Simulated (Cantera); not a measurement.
An isothermal, constant-pressure homogeneous reactor starts with 18.7 % CH₄, 74.9 % H₂O, 6.37 % H₂, at 1875 K and 270 Torr.

Cantera simulation using GRI-Mech 3.0 (53 species, 325 reactions); the numbers are that mechanism's predictions, not measurements.

One state of this run: x CH₄ = 0.0978; x H₂O = 0.690; x H₂ = 0.170; x C₂H₂ = 0.0299; x H₂O₂ = 1.78e-10; x O = 8.08e-8. x: mole fraction; the columns are a selection and need not sum to one.

Question: Which value of t (s) does it belong to?
A. 0.0374
B. 0.000740
C. 0.512
D. 1.89

Answer: B, 0.000740
